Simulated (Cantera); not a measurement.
A closed system holds: 1 mol SiC, 0.0014 mol H2O, 47 mol N2, at 1750 K.

Equilibrium computed with Cantera from the NASA thermochemical tables; the gas is ideal and each condensed phase is pure. Candidate condensed phases: C, C6H6, C7H8, C8H18, H2O, Si, SiC, SiO2, Si2N2O, Si3N4; 151 gas species. Mutual solubility and eutectic melting of coexisting phases are not modelled. The tables' values for SiN are old estimates; treat these amounts as uncertain. Equilibrium is a limit: real reactors are often held back by kinetics, nucleation or transport.

x: gas mole fraction; n: condensed amount in mol.

| P (Pa) | x N2 | x Si | x SiC2 | x Si2C | x H | x CO | x H2 | n C(graphite) | n SiC(s) | n Si3N4(s) |
|---|---|---|---|---|---|---|---|---|---|---|
| 0.100 | 0.979 | 0.0204 | 0.000220 | 0.000117 | 5.70e-5 | 2.91e-5 | 6.01e-8 | 0.971 | 0 | 0 |
| 0.600 | 0.995 | … | … | … | 5.57e-5 | 2.95e-5 | … | … | … | 0 |
| 3.60 | 0.999 | 0.000794 | 8.57e-6 | 6.41e-6 | 4.99e-5 | 2.96e-5 | 1.65e-6 | 0.0356 | 0.962 | 0 |
| 22 | 1.000 | 0.000130 | 1.40e-6 | 1.05e-6 | 3.69e-5 | 2.96e-5 | 5.53e-6 | 0.00415 | 0.994 | 0 |
| 130 | 1.000 | 3.84e-5 | 1.36e-7 | 3.10e-7 | 2.33e-5 | 2.94e-5 | 1.30e-5 | 0 | 0.998 | 0 |
| 770 | 1.000 | 2.28e-5 | 6.52e-9 | 1.84e-7 | 1.24e-5 | 2.52e-5 | 2.17e-5 | 0 | 0.999 | 0 |
| 4600 | 1.000 | 6.19e-6 | 6.73e-10 | 5.00e-8 | 5.50e-6 | 2.02e-5 | 2.58e-5 | 0 | 0.999 | 8.94e-5 |
| 28000 | 1.000 | … | … | … | … | 2.86e-5 | 2.46e-5 | 0 | 0.998 | … |
| 170000 | 1.000 | 1.51e-8 | 1.63e-10 | 1.10e-10 | 7.78e-7 | 3.01e-5 | 1.90e-5 | 0.998 | 0 | 0.333 |
| 1000000 | 1.000 | 7.88e-10 | 8.50e-12 | 1.75e-12 | 3.22e-7 | 3.02e-5 | 1.92e-5 | 0.998 | 0 | 0.333 |

Problem. Some entries are withheld; supply them.

Solution. 
- 0.600, x Si: 0.00476
- 0.600, x SiC2: 5.14e-5
- 0.600, x Si2C: 3.85e-5
- 0.600, x H2: 3.44e-7
- 0.600, n C(graphite): 0.223
- 0.600, n SiC(s): 0.769
- 28000, x Si: 3.05e-7
- 28000, x SiC2: 3.68e-10
- 28000, x Si2C: 2.46e-9
- 28000, x H: 2.18e-6
- 28000, n Si3N4(s): 0.000551
